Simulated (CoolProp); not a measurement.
Vapour-liquid equilibrium of m-xylene (1) + n-undecane (2) at 394.1 K; x and y are mole fractions of (1).

Values from CoolProp's multi-fluid Helmholtz-energy mixture model, Zhou 2012 and Aleksandrov 2011; pair parameters Bell 2016.

```csv
x,bubble pressure (MPa),y at the bubble point,dew pressure at overall composition x (MPa),liquid density (mol/L)
0.05,0.01275,0.226,0.01080,___
0.2,0.01989,0.578,0.01242,4.652
0.35,0.02713,0.747,0.01460,5.009
0.5,0.03458,___,___,5.416
0.65,0.04225,0.913,0.02244,5.881
0.8,0.05013,0.958,0.03062,6.420
0.95,0.05807,0.991,0.04845,7.048
```

Some entries are withheld; supply them.


- 0.05, liquid density (mol/L): 4.336
- 0.5, y at the bubble point: 0.847
- 0.5, dew pressure at overall composition x (MPa): 0.01769

No azeotrope shows between x = 0.05 and 0.95.

Pair parameters are fitted to limited data, so mixtures are less certain than the pure fluids.
